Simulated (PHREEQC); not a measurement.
A solution holds 48 mmol/kgw NaOH and 0.51 mmol/kgw Na2SiO3, at 25 °C. Closed to the air; pH follows from the charge balance.

All values are PHREEQC results (ion-association model, phreeqc.dat), not measurements.

Precipitation was switched off in this run.

Q: Estimate the pH, specific conductance.

A: pH 12.59; specific conductance 10500 µS/cm.

Q: In which forms is Si present?

A: H3SiO4- 69 %, H2SiO4-2 31 % of the Si.
